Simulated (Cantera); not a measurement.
A freely propagating, adiabatic, planar premixed flame of 21.3 % H2, 15.0 % O2, 56.3 % N2, 7.44 % H2O, equivalence ratio 0.71, unburnt at 525 K and 0.640 bar; mixture-averaged transport, grid criteria slope 0.08 and curve 0.16, no radiation.

Detailed kinetics in Cantera: the H2/O2 subset of GRI-Mech 3.0, which has no nitrogen chemistry. Burning velocities carry a grid error of a few per cent, more on coarse grids.

x: mole fraction of selected species; z is measured from the peak of heat release.

| z (mm) | T (K) | u (m/s) | x H2 | x O2 | x H2O | x HO2 | x OH | x H |
|---|---|---|---|---|---|---|---|---|
| -2.06 | 525 | 3.34 | 0.213 | 0.150 | 0.0744 | <1e-8 | <1e-8 | <1e-8 |
| -1.37 | 525 | 3.34 | 0.213 | 0.150 | 0.0744 | <1e-8 | <1e-8 | <1e-8 |
| -1.03 | 525 | 3.34 | 0.212 | 0.150 | 0.0744 | 2.46e-8 | <1e-8 | <1e-8 |
| -0.687 | 525 | 3.34 | 0.212 | 0.150 | 0.0745 | 1.09e-6 | <1e-8 | <1e-8 |
| -0.344 | 553 | 3.47 | 0.199 | 0.151 | 0.0773 | 0.000230 | 3.54e-5 | 4.50e-5 |
| -0.172 | ___ | 4.71 | 0.162 | 0.146 | 0.101 | 0.000230 | 0.000663 | 0.00241 |
| 0 | ___ | 6.78 | 0.0944 | 0.117 | 0.169 | 9.92e-5 | 0.00230 | 0.0142 |
| 0.172 | ___ | 8.29 | 0.0406 | 0.0779 | 0.237 | 5.06e-5 | 0.00663 | 0.0230 |
| 0.344 | ___ | 9.09 | 0.0237 | 0.0623 | 0.264 | 3.39e-5 | 0.00965 | 0.0212 |
| 0.687 | 1691 | 9.86 | 0.0176 | 0.0559 | 0.278 | 2.33e-5 | 0.0115 | 0.0142 |
| 1.37 | 1820 | 10.5 | 0.0131 | 0.0526 | 0.290 | 1.53e-5 | 0.0117 | 0.00757 |
| 2.75 | 1921 | 11.0 | 0.00823 | 0.0504 | 0.300 | 8.99e-6 | 0.0103 | 0.00327 |
| 5.50 | 1989 | 11.4 | 0.00427 | 0.0493 | 0.308 | 4.81e-6 | 0.00794 | 0.00112 |

**Question.** Fill in the missing entries.

**Answer.** 
- -0.172, T (K): 771
- 0, T (K): 1138
- 0.172, T (K): 1404
- 0.344, T (K): 1547
